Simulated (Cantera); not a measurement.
A closed system holds: 1 mol CH3Cl, 0.02 mol F2, held at 552 °C and 0.133 bar.

These are equilibrium values from Cantera (NASA tables, ideal gas, pure condensed phases), not measurements of a reactor. Candidate condensed phases: C, C6H6, C7H8, C8H18; 118 gas species. Equilibrium is a limit: real reactors are often held back by kinetics, nucleation or transport.

Base state: HCl 0.507, H2 0.448, CH4 0.0243, HF 0.0203 (mole fractions); condensed: C(graphite).

Q: What changes in the equilibrium state with this change: F2 from 0.02 to 2.4 mol?

A: 
| species | before | after |
|---|---|---|
| HF | 0.0203 | 0.542 |
| HCl | 0.507 | 0.269 |
| CF4 | <1e-9 | 0.188 |
| H2 | 0.448 | <1e-9 |
| CH4 | 0.0243 | <1e-9 |
| CClF3 | <1e-9 | 0.000603 |
| Cl2 | <1e-9 | 0.000275 |
| C(graphite), mol | 0.952 | 0.301 |
Condensed phases not in the tables: fluorocarbon polymer. Gases not in the tables: C2F6 and larger saturated fluorocarbons.
